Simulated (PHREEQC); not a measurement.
Solution (25 °C): 26 mmol/kgw MnSO4, 68 mmol/kgw MgSO4, 0.064 mmol/kgw NaF and 0.082 mmol/kgw Na2SO4. Closed to the air; pH follows from the charge balance.

The numbers come from PHREEQC with the ion-association model, phreeqc.dat.

Each row changes one thing in this solution. No solid was allowed to form.

```csv
case,pH,ionic strength (mol/kgw),SO4-2 (mol/kgw),MgSO4 (mol/kgw),Mg+2 (mol/kgw),Mn+2 (mol/kgw)
as made,6.56,0.188,0.0469,0.0356,0.0324,0.0145
0.011 mol/kgw NaHCO3 added,7.07,0.196,0.0481,0.0351,0.0320,…
temperature from 25 to 75 °C,5.99,0.127,0.0316,0.0477,0.0203,0.0112
MgSO4 replaced by Mg(NO3)2 at the same molality,6.34,0.246,0.0108,0.0119,…,0.0224
NaF left out,6.56,0.188,0.0469,0.0356,0.0324,0.0145
NaF from 6.4e-05 to 6.4e-06 mol/kgw,6.56,0.188,0.0469,0.0356,0.0324,0.0145
```

Complete the blanks.


- 0.011 mol/kgw NaHCO3 added, Mn+2 (mol/kgw): 0.0127
- MgSO4 replaced by Mg(NO3)2 at the same molality, Mg+2 (mol/kgw): 0.0561

Some of these states are supersaturated (in Rhodochrosite, for instance). Away from 25 °C the constants follow the database's enthalpies or fits; those with neither stay at their 25 °C values.
